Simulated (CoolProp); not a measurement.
Saturated liquid density (kg/m³) of the fluoroketone C6F12O (FK-5-1-12): the reference equation beside estimates from Tc = 441.8 K, pc = 1869 kPa, ω = 0.471.

Model: reference Helmholtz-energy equation of state, McLinden 2015, in CoolProp.

| T (K) | reference | van der Waals | Peng-Robinson |
|---|---|---|---|
| 216.1 | 1832 | 1061 | 1845 |
| 235.9 | 1778 | 1034 | 1807 |
| 255.7 | 1724 | 1005 | 1765 |
| 275.5 | 1669 | 975.0 | 1717 |
| 295.4 | 1610 | 942.2 | 1662 |
| 315.2 | 1550 | 907.0 | 1599 |
| 335 | 1484 | 868.4 | 1527 |
| 354.8 | 1413 | 825.7 | 1441 |

Absolute difference from the reference over all 8 rows, mean and median: van der Waals 41.7 and 41.6 %, Peng-Robinson 2.4 and 2.6 %.
